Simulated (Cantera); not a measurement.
An isothermal, constant-pressure homogeneous reactor starts with CH4 : H2 : N2 = 0.0021 : 1 : 0.0061 (molar parts), at 1423 K and 0.0263 atm. Integrator tolerance rtol = 1e-08.

Computed with Cantera and GRI-Mech 3.0 (53 species, 325 reactions). GRI-Mech 3.0 stops at C3 and has no aromatics, soot or wall deposition, so with more carbon than oxygen in the feed, carbon stays in small species such as C2H2 where larger ones or solid carbon would form. Radical loss at walls, strong at low pressure, is not modelled.

### Question
What does this change do: temperature 1423 to 2425 K?

### Answer
| quantity | before | after |
|---|---|---|
| x(CH4) at 9.00 s | 0.00208 (gas-phase equilibrium 0.000907) | 1.17e-6 (gas-phase equilibrium 8.53e-7) |
| x(H2) at 9.00 s | 0.992 (gas-phase equilibrium 0.992) | 0.889 (gas-phase equilibrium 0.889) |
| x(CH3) at 9.00 s | 1.68e-6 (gas-phase equilibrium 7.48e-7) | 2.50e-6 (gas-phase equilibrium 1.82e-6) |
| x(H) at 9.00 s | 3.99e-5 (gas-phase equilibrium 4.08e-5) | 0.104 (gas-phase equilibrium 0.104) |
| x(HCN) at 9.00 s | <1e-12 (gas-phase equilibrium 0.000591) | 0.000119 (gas-phase equilibrium 0.00116) |
| x(C2H) at 9.00 s | <1e-12 (gas-phase equilibrium 1.34e-11) | 6.52e-6 (gas-phase equilibrium 2.82e-6) |
